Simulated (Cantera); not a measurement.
An adiabatic, constant-pressure homogeneous reactor starts with CH4 : O2 : N2 = 1 : 2.02 : 19.2 (molar parts), equivalence ratio 0.99, at 1075 K and 10.0 bar. Integrator tolerance rtol = 1e-08.

Computed with Cantera and GRI-Mech 3.0 (53 species, 325 reactions).

Q: What does this change do: 0.67 parts CO2 added?

A: 
```
quantity                                                            before                                    after
---------------------------------  ---------------------------------------  ---------------------------------------
time of steepest temperature rise                                  57.1 ms                                  58.8 ms
temperature at 0.600 s                                              2038 K                                   1996 K
equilibrium temperature                                             2037 K                                   1995 K
x(CH4) at 0.600 s                    <1e-12 (gas-phase equilibrium <1e-12)    <1e-12 (gas-phase equilibrium <1e-12)
x(O2) at 0.600 s                   0.00113 (gas-phase equilibrium 0.00105)  0.00120 (gas-phase equilibrium 0.00108)
x(C2H6) at 0.600 s                   <1e-12 (gas-phase equilibrium <1e-12)    <1e-12 (gas-phase equilibrium <1e-12)
x(H2O2) at 0.600 s                 2.00e-8 (gas-phase equilibrium 1.92e-8)  1.75e-8 (gas-phase equilibrium 1.65e-8)
x(C2H2) at 0.600 s                   <1e-12 (gas-phase equilibrium <1e-12)    <1e-12 (gas-phase equilibrium <1e-12)
x(NO2) at 0.600 s                  1.62e-7 (gas-phase equilibrium 2.28e-7)  1.08e-7 (gas-phase equilibrium 2.21e-7)
```

Q: What does this change do: pressure from 10.0 bar to 8.70 bar?

A: 
```json
[
 {"quantity": "time of steepest temperature rise", "before": "57.1 ms", "after": "67.5 ms"},
 {"quantity": "temperature at 0.600 s", "before": "2038 K", "after": "2038 K"},
 {"quantity": "equilibrium temperature", "before": "2037 K", "after": "2037 K"},
 {"quantity": "x(CH4) at 0.600 s", "before": "<1e-12 (gas-phase equilibrium <1e-12)", "after": "<1e-12 (gas-phase equilibrium <1e-12)"},
 {"quantity": "x(O2) at 0.600 s", "before": "0.00113 (gas-phase equilibrium 0.00105)", "after": "0.00117 (gas-phase equilibrium 0.00108)"},
 {"quantity": "x(C2H6) at 0.600 s", "before": "<1e-12 (gas-phase equilibrium <1e-12)", "after": "<1e-12 (gas-phase equilibrium <1e-12)"},
 {"quantity": "x(H2O2) at 0.600 s", "before": "2.00e-8 (gas-phase equilibrium 1.92e-8)", "after": "1.89e-8 (gas-phase equilibrium 1.81e-8)"},
 {"quantity": "x(C2H2) at 0.600 s", "before": "<1e-12 (gas-phase equilibrium <1e-12)", "after": "<1e-12 (gas-phase equilibrium <1e-12)"},
 {"quantity": "x(NO2) at 0.600 s", "before": "1.62e-7 (gas-phase equilibrium 2.28e-7)", "after": "1.46e-7 (gas-phase equilibrium 2.18e-7)"}
]
```
